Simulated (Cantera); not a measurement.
An isothermal plug-flow reactor at 1323 K and 1.00 bar (inlet), inlet velocity 2.6 m/s, active area per volume 400 1/m; feed 0.261 % CH4, 9.63 % O2, 89.5 % N2, 0.600 % H2O.

Computed with Cantera and Deutschmann's 1995 Pt surface mechanism with GRI-Mech 3.0 gas chemistry. Catalytic surfaces can have several steady states; this one follows from the mechanism file's or the stated starting coverage. Mass transfer to the wall is taken as infinitely fast.

Question: Predict: x(CH4) at z = 0.014 m; x(O2) at z = 0.014 m; x(H2O) at z = 0.014 m; x(CO2) at z = 0.014 m; x(CO) at z = 0.014 m; θ(free Pt) at the exit; θ(O*) at the exit.

Answer: 
| Quantity | Result |
|---|---|
| x(CH4) at z = 0.014 m | 0.000268 |
| x(O2) at z = 0.014 m | 0.0918 |
| x(H2O) at z = 0.014 m | 0.0105 |
| x(CO2) at z = 0.014 m | 0.00218 |
| x(CO) at z = 0.014 m | 1.73e-6 |
| θ(free Pt) at the exit | 0.555 |
| θ(O*) at the exit | 0.444 |
